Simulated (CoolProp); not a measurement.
Vapour-liquid equilibrium of sulfur hexafluoride (1) + R113 (2) at 245.2 K; x and y are mole fractions of (1).

Computed with CoolProp (multi-fluid Helmholtz-energy mixture model, Guder 2009 and Marx 1992; pair parameters Bell 2016).

```tsv
x	bubble pressure, mixture model (MPa)	bubble pressure, Raoult's law (MPa)	y, mixture model	y, Raoult's law
0.05	0.06697	0.02949	0.951	0.896
0.125	0.09726	0.06891	0.967	0.959
0.2	0.1060	0.1083	0.970	0.976
0.275	0.1126	0.1477	0.972	0.984
0.35	0.1228	0.1872	0.975	0.989
0.425	0.1391	0.2266	0.979	0.992
0.5	0.1632	0.2660	0.984	0.994
0.575	0.1968	0.3054	0.989	0.996
0.65	0.2413	0.3448	0.993	0.997
0.725	0.2971	0.3843	0.996	0.998
0.8	0.3622	0.4237	0.998	0.998
0.875	0.4309	0.4631	0.999	0.999
0.95	0.4942	0.5025	1.000	1.000
```

The largest gap from Raoult's law is +127.1 % in bubble pressure, at x = 0.05. No azeotrope shows between x = 0.05 and 0.95.

Pair parameters are fitted to limited data, so mixtures are less certain than the pure fluids. The gap from Raoult's law changes sign with composition, which may be real or a fault of the pair parameters; it wasn't checked against measurements. With so large a gap from Raoult's law the liquid may split in two, which this calculation doesn't test in full.
